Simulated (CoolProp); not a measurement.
Model: reference Helmholtz-energy equation of state, Lemmon 2006, in CoolProp. It is a short technical equation, of lower accuracy than the large ones.

**Question.** For C2F6 (R116), give the phase and the cv (kJ/(kg K)) at 279 K and 0.0883 MPa; 303.4 K and 0.0883 MPa.

**Answer.** 
- 279 K and 0.0883 MPa: gas; cv 0.682
- 303.4 K and 0.0883 MPa: gas; cv 0.720
